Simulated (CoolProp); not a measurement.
Vapour-liquid equilibrium of CH2F2 (R32) (1) + R152A (2) at -40.15 °C; x and y are mole fractions of (1).

Model: multi-fluid Helmholtz-energy mixture model, Tillner-Roth 1997 and Outcalt 1996; pair parameters Bell 2016, in CoolProp.

| x | bubble pressure, mixture model (MPa) | bubble pressure, Raoult's law (MPa) | y, mixture model | y, Raoult's law |
|---|---|---|---|---|
| 0.05 | 0.05373 | 0.05331 | 0.168 | 0.165 |
| 0.125 | 0.06389 | 0.06302 | 0.351 | 0.350 |
| 0.2 | 0.07386 | 0.07272 | 0.483 | 0.485 |
| 0.275 | 0.08369 | 0.08242 | 0.583 | 0.588 |
| 0.35 | 0.09340 | 0.09212 | 0.662 | 0.669 |
| 0.425 | 0.1030 | 0.1018 | 0.726 | 0.735 |
| 0.5 | 0.1125 | 0.1115 | 0.780 | 0.790 |
| 0.575 | 0.1220 | 0.1212 | 0.825 | 0.836 |
| 0.65 | 0.1315 | 0.1309 | 0.865 | 0.875 |
| 0.725 | 0.1410 | 0.1406 | 0.900 | 0.908 |
| 0.8 | 0.1505 | 0.1503 | 0.931 | 0.938 |
| 0.875 | 0.1601 | 0.1600 | 0.959 | 0.963 |
| 0.95 | 0.1697 | 0.1697 | 0.984 | 0.986 |

The largest gap from Raoult's law is +1.6 % in bubble pressure, at x = 0.2. No azeotrope shows between x = 0.05 and 0.95.

The pair parameters rest on a limited set of measurements; away from them the model extrapolates.
